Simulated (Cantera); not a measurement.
A closed system holds: 1 mol CF₄, 0.46 mol HCl, equilibrated at 0.550 bar.

Method: chemical equilibrium by Gibbs-energy minimisation in Cantera with the NASA 1993 tables (ideal gas, pure condensed phases). Candidate condensed phases: C, C₆H₆, C₇H₈, C₈H₁₈; 118 gas species. Condensed phases not in the tables: fluorocarbon polymer. Gases not in the tables: C₂F₆ and larger saturated fluorocarbons. Equilibrium is a limit: real reactors are often held back by kinetics, nucleation or transport.

log p: log10 of the partial pressure in bar; n: condensed amount in mol.

```tsv
T (K)	log p CF₄	log p HCl	log p HF	log p Cl₂	log p CClF₃	log p CCl₂F₂	n C(graphite)
600	-0.43	-0.78	-2.16	-3.02	-2.34	-3.78	___
650	-0.43	-0.79	-1.98	-2.69	-2.23	-3.62	___
700	-0.44	-0.80	-1.82	-2.43	-2.14	-3.50	___
750	-0.44	-0.82	-1.67	-2.22	-2.08	-3.42	___
800	-0.44	-0.84	-1.55	-2.05	-2.02	-3.35	___
850	-0.45	-0.87	-1.44	-1.91	-1.98	-3.31	___
900	-0.45	-0.90	-1.35	-1.79	-1.95	-3.27	___
950	-0.46	-0.93	-1.27	-1.69	-1.92	-3.25	___
1000	-0.46	-0.97	-1.20	-1.61	-1.90	-3.23	___
```

Task: Fill in the missing entries.

Result: 
- 600, n C(graphite): 0.00127
- 650, n C(graphite): 0.00269
- 700, n C(graphite): 0.00491
- 750, n C(graphite): 0.00799
- 800, n C(graphite): 0.0119
- 850, n C(graphite): 0.0165
- 900, n C(graphite): 0.0218
- 950, n C(graphite): 0.0274
- 1000, n C(graphite): 0.0332
